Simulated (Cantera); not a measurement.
What does this Cantera script print?

```python
import numpy as np
import cantera as ct

gas = ct.Solution("gri30.yaml")
gas.TPX = 1600, 830000, {'CH4': 1, 'CO2': 1.2, 'H2': 0.29}
reactor = ct.IdealGasConstPressureReactor(gas, energy="off", clone=False)
net = ct.ReactorNet([reactor])
net.rtol, net.atol = 1e-08, 1e-18
show = ['CH4', 'CO2', 'H2', 'CH3', 'H2O2']
times = np.geomspace(9e-05, 3, 9)

steps = ct.SolutionArray(gas, extra=["t"])
rows = []
print(f"{'t/s':>10s}{'T/K':>9s}{'P/Pa':>11s}" + "".join(f"{s:>11s}" for s in show))
for t in times:
    while net.time < t:
        t_next = net.step()
        steps.append(gas.state, t=t_next)
    rows.append([np.interp(t, steps.t, y) for y in (steps.T, steps.P, *steps(*show).X.T)])
    print(f"{t:10.3e}{rows[-1][0]:9.1f}{rows[-1][1]:11.4g}" + "".join(f"{x:11.3e}" for x in rows[-1][2:]))
rate = np.gradient(steps.T, steps.t)
print("integrator steps:", len(steps.t))
if steps.T.max() > steps.T[0] + 200:
    print(f"time of steepest temperature rise: {steps.t[rate.argmax()]:.4e} s")
gas.TPX = 1600, 830000, {'CH4': 1, 'CO2': 1.2, 'H2': 0.29}
gas.equilibrate("TP")
print(f"equilibrium (TP): T = {gas.T:.1f} K  " + "  ".join(f"{s} {gas[s].X[0]:.3e}" for s in show))
```

Output:

```
       t/s      T/K       P/Pa        CH4        CO2         H2        CH3       H2O2
 9.000e-05   1600.0    8.3e+05  4.003e-01  4.815e-01  1.169e-01  1.792e-04  3.028e-15
 3.308e-04   1600.0    8.3e+05  3.967e-01  4.800e-01  1.183e-01  2.230e-04  4.811e-15
 1.216e-03   1600.0    8.3e+05  3.826e-01  4.720e-01  1.258e-01  2.300e-04  7.615e-15
 4.470e-03   1600.0    8.3e+05  3.355e-01  4.390e-01  1.528e-01  2.011e-04  1.920e-14
 1.643e-02   1600.0    8.3e+05  2.289e-01  3.361e-01  1.912e-01  1.453e-04  9.767e-14
 6.040e-02   1600.0    8.3e+05  1.039e-01  1.603e-01  1.900e-01  8.317e-05  5.039e-13
 2.220e-01   1600.0    8.3e+05  7.514e-02  9.929e-02  2.211e-01  6.201e-05  4.778e-13
 8.161e-01   1600.0    8.3e+05  7.439e-02  6.870e-02  2.813e-01  5.405e-05  1.956e-13
 3.000e+00   1600.0    8.3e+05  5.764e-02  4.028e-02  3.539e-01  3.730e-05  6.471e-14
integrator steps: 1231
equilibrium (TP): T = 1600.0 K  CH4 1.486e-04  CO2 1.121e-02  H2 4.764e-01  CH3 8.306e-08  H2O2 5.633e-15
```

Cantera simulation using GRI-Mech 3.0 (53 species, 325 reactions); the numbers are that mechanism's predictions, not measurements.
